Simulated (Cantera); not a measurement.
Charge: 1 mol Si3N4, 0.018 mol H2O, 50 mol N2, at 1.70 bar.

Method: chemical equilibrium by Gibbs-energy minimisation in Cantera with the NASA 1993 tables (ideal gas, pure condensed phases). Candidate condensed phases: H2O, Si, SiO2, Si2N2O, Si3N4; 35 gas species. Mutual solubility and eutectic melting of coexisting phases are not modelled. Equilibrium is a limit: real reactors are often held back by kinetics, nucleation or transport.

Q: At 1823 K, list the 3 most abundant gas species with their mole fractions, and the condensed phases.

A: N2 1.000, H2 0.000357, SiO 5.40e-5. Condensed: Si2N2O(s) + Si3N4(s).
